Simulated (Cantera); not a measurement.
**Low-pressure radical oxidation in H2/O2**

An isothermal, constant-pressure homogeneous reactor starts with H2 : O2 : N2 = 0.075 : 1 : 0.6 (molar parts), equivalence ratio 0.037, at 1200 K and 0.0118 atm.

Computed with Cantera and GRI-Mech 3.0 (53 species, 325 reactions). Radical loss at walls, strong at low pressure, is not modelled. The temperature is held fixed by assumption; the heat of reaction is taken as removed at once.

```json
[
 {"t (s)": "3.00e-5", "x H2": "0.0448", "x O2": "0.597", "x H2O": "1.37e-11", "x OH": "1.05e-10", "x NO2": "<1e-12", "x H2O2": "<1e-12", "x HO2": "6.63e-10"},
 {"t (s)": "9.49e-5", "x H2": "0.0448", "x O2": "0.597", "x H2O": "3.31e-10", "x OH": "7.61e-10", "x NO2": "<1e-12", "x H2O2": "<1e-12", "x HO2": "2.10e-9"},
 {"t (s)": "0.000300", "x H2": "0.0448", "x O2": "0.597", "x H2O": "7.19e-9", "x OH": "5.42e-9", "x NO2": "<1e-12", "x H2O2": "3.23e-12", "x HO2": "6.65e-9"},
 {"t (s)": "0.000949", "x H2": "0.0448", "x O2": "0.597", "x H2O": "4.11e-7", "x OH": "1.72e-7", "x NO2": "<1e-12", "x H2O2": "3.24e-11", "x HO2": "2.19e-8"},
 {"t (s)": "0.00300", "x H2": "0.0353", "x O2": "0.590", "x H2O": "0.00694", "x OH": "0.00233", "x NO2": "<1e-12", "x H2O2": "5.40e-8", "x HO2": "1.93e-6"},
 {"t (s)": "0.00949", "x H2": "0.000926", "x O2": "0.565", "x H2O": "0.0386", "x OH": "0.00281", "x NO2": "2.14e-12", "x H2O2": "6.01e-8", "x HO2": "2.21e-6"},
 {"t (s)": "0.0300", "x H2": "0.000698", "x O2": "0.571", "x H2O": "0.0407", "x OH": "0.00245", "x NO2": "8.32e-12", "x H2O2": "6.31e-8", "x HO2": "2.10e-6"},
 {"t (s)": "0.0949", "x H2": "0.000313", "x O2": "0.581", "x H2O": "0.0437", "x OH": "0.00165", "x NO2": "2.37e-11", "x H2O2": "6.31e-8", "x HO2": "1.69e-6"},
 {"t (s)": "0.300", "x H2": "6.12e-5", "x O2": "0.586", "x H2O": "0.0453", "x OH": "0.000730", "x NO2": "7.92e-11", "x H2O2": "4.47e-8", "x HO2": "8.36e-7"},
 {"t (s)": "0.949", "x H2": "7.64e-6", "x O2": "0.588", "x H2O": "0.0457", "x OH": "0.000259", "x NO2": "2.24e-10", "x H2O2": "1.87e-8", "x HO2": "2.20e-7"},
 {"t (s)": "3.00", "x H2": "1.06e-6", "x O2": "0.588", "x H2O": "0.0457", "x OH": "9.71e-5", "x NO2": "3.26e-10", "x H2O2": "5.71e-9", "x HO2": "4.44e-8"},
 {"t (s)": "9.49", "x H2": "1.93e-7", "x O2": "0.588", "x H2O": "0.0458", "x OH": "4.16e-5", "x NO2": "3.26e-10", "x H2O2": "1.61e-9", "x HO2": "1.06e-8"},
 {"t (s)": "30.0", "x H2": "4.47e-8", "x O2": "0.588", "x H2O": "0.0458", "x OH": "2.01e-5", "x NO2": "4.18e-10", "x H2O2": "4.66e-10", "x HO2": "4.81e-9"}
]
```
x: mole fraction; the columns are a selection and need not sum to one.

Equilibrium at this temperature and pressure: H2 6.98e-9, O2 0.588, H2O 0.0458, OH 7.94e-6, NO2 6.92e-7, H2O2 9.21e-11, HO2 6.50e-9 (gas phase only).
